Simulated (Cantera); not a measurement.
A perfectly stirred reactor is fed with 2.82 % CH4, 1.33 % C2H6, 3.38 % C3H8, 19.4 % O2, 73.0 % N2, at 101000 Pa; it is adiabatic with a 575 K inlet, and is followed from long to short residence time, starting on the burning branch (τ in s: 0.054, 0.027, 0.014, 0.007, 0.0035, 0.0018, 0.0009, 0.00045, 0.00023, 0.00012, 5.9e-05, 3e-05, 1.5e-05).

Cantera simulation using GRI-Mech 3.0 (53 species, 325 reactions); the numbers are that mechanism's predictions, not measurements. GRI-Mech 3.0 was tuned for natural gas; its chemistry of propane as a main component is partial and can be far from experiment.

x: mole fraction; the columns are a selection and need not sum to one.

```tsv
τ (s)	T (K)	x CH4	x C2H6	x C3H8	x H2	x N2O	x O
0.054	2205	1.36e-5	1.05e-7	2.17e-7	0.0500	1.76e-8	5.84e-5
0.027	2197	1.74e-5	1.93e-7	3.85e-7	0.0500	2.29e-8	8.67e-5
0.014	2189	2.25e-5	3.43e-7	6.59e-7	0.0499	2.94e-8	0.000125
0.0070	2178	…	…	…	0.0498	…	…
0.0035	2166	4.56e-5	1.16e-6	2.11e-6	0.0497	5.04e-8	0.000242
0.0018	2154	…	…	…	0.0495	…	…
0.00090	2139	0.000121	4.16e-6	7.27e-6	0.0493	8.69e-8	0.000373
0.00045	2119	0.000219	8.45e-6	1.45e-5	0.0489	1.06e-7	0.000435
0.00023	2088	0.000418	1.79e-5	3.02e-5	0.0484	1.05e-7	0.000491
0.00012	2024	0.000907	4.39e-5	7.10e-5	0.0479	6.85e-8	0.000522
5.9e-5	575	0.0282	0.0133	0.0338	<1e-12	<1e-12	<1e-12
3.0e-5	575	0.0282	0.0133	0.0338	<1e-12	<1e-12	<1e-12
1.5e-5	575	0.0282	0.0133	0.0338	<1e-12	<1e-12	<1e-12
```

What belongs in the gaps?


- 0.0070, x CH4: 3.09e-5
- 0.0070, x C2H6: 6.28e-7
- 0.0070, x C3H8: 1.17e-6
- 0.0070, x N2O: 3.84e-8
- 0.0070, x O: 0.000178
- 0.0018, x CH4: 7.09e-5
- 0.0018, x C2H6: 2.14e-6
- 0.0018, x C3H8: 3.81e-6
- 0.0018, x N2O: 6.60e-8
- 0.0018, x O: 0.000307
